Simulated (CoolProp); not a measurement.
Vapour-liquid equilibrium of dimethyl ether (1) + methanol (2) at 30.85 °C; x and y are mole fractions of (1).

Values from CoolProp's multi-fluid Helmholtz-energy mixture model, Wu 2011 and de Reuck 1993; pair parameters Bell 2016.

| x | bubble pressure, mixture model (kPa) | bubble pressure, Raoult's law (kPa) | y, mixture model | y, Raoult's law |
|---|---|---|---|---|
| 0.05 | 92.81 | 56.53 | 0.760 | 0.616 |
| 0.125 | 184.6 | 107.0 | 0.884 | 0.813 |
| 0.2 | ___ | 157.5 | 0.921 | 0.884 |
| 0.275 | 323.8 | 208.1 | ___ | 0.920 |
| 0.35 | 375.1 | 258.6 | 0.949 | 0.943 |
| 0.425 | 417.5 | 309.1 | 0.956 | 0.957 |
| 0.5 | 453.6 | 359.6 | 0.961 | 0.968 |
| 0.575 | 485.8 | 410.1 | 0.966 | 0.976 |
| 0.65 | 516.4 | 460.6 | 0.970 | 0.983 |
| 0.725 | 547.5 | 511.1 | 0.975 | 0.988 |
| 0.8 | ___ | 561.6 | 0.980 | 0.992 |
| 0.875 | 618.9 | 612.1 | 0.986 | 0.995 |
| 0.95 | 662.8 | 662.6 | 0.994 | 0.998 |

### Question
What belongs in the gaps?

### Answer

- 0.2, bubble pressure, mixture model (kPa): 261.0
- 0.275, y, mixture model: 0.938
- 0.8, bubble pressure, mixture model (kPa): 581.0

The largest gap from Raoult's law is +72.5 % in bubble pressure, at x = 0.125. No azeotrope shows between x = 0.05 and 0.95.

Pair parameters are fitted to limited data, so mixtures are less certain than the pure fluids. With so large a gap from Raoult's law the liquid may split in two, which this calculation doesn't test in full.
